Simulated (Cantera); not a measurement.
Feed: 1 mol CO, 2.2 mol H2O, 20 mol H2, equilibrated at 3048 K and 0.510 Torr.

Cantera equilibrium calculation (NASA polynomials, part measured and part estimated; ideal gas, pure solids and liquids). Candidate condensed phases: C, C6H6, C7H8, C8H18, H2O; 110 gas species. Rates play no part.

Base state: H 0.915, O 0.0454, CO 0.0214, H2 0.0171, OH 0.00139, O2 7.92e-5, H2O 7.54e-5, CO2 1.26e-5 (mole fractions); condensed: gas only.

Task: What changes in the equilibrium state with this change: pressure from 0.510 Torr to 22.5 Torr?

Result: 
```json
[
 {"species": "H", "before": "0.915", "after": "0.592"},
 {"species": "H2", "before": "0.0171", "after": "0.316"},
 {"species": "CO", "before": "0.0214", "after": "0.0288"},
 {"species": "H2O", "before": "7.54e-5", "after": "0.0262"},
 {"species": "OH", "before": "0.00139", "after": "0.0169"},
 {"species": "O", "before": "0.0454", "after": "0.0193"},
 {"species": "CO2", "before": "1.26e-5", "after": "0.000319"},
 {"species": "O2", "before": "7.92e-5", "after": "0.000634"}
]
```

Task: What changes in the equilibrium state with this change: pressure from 0.510 Torr to 1.20 Torr?

Result: 
```
species   before     after
-------  -------  --------
H          0.915     0.892
O         0.0454    0.0443
H2        0.0171    0.0382
OH       0.00139   0.00311
CO        0.0214    0.0219
H2O      7.54e-5  0.000387
CO2      1.26e-5   2.95e-5
O2       7.92e-5  0.000177
```
